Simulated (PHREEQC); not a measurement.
Consider water at 25 °C with 0.032 mol/kgw H2SO4, 0.016 mol/kgw MgSO4 and 0.0075 mol/kgw KBr. Closed to the air; pH follows from the charge balance.

Model: ion-association model, phreeqc.dat, run in PHREEQC.

| quantity | before | after |
|---|---|---|
| pH | 1.49 | 1.77 |
| HSO4- (mol/kgw) | 0.0252 | 0.0119 |
| Mg+2 (mol/kgw) | 0.00999 | 0.0101 |
| K+ (mol/kgw) | 0.00719 | 0.00721 |

Q: Name the change that produced these shifts.
(A) 0.0048 mol/kgw KCl added
(B) KBr from 0.0075 to 0.00675 mol/kgw
(C) diluted 2-fold with water
(D) H2SO4 from 0.032 to 0.016 mol/kgw

A: D, H2SO4 from 0.032 to 0.016 mol/kgw

Precipitation was switched off in this run.
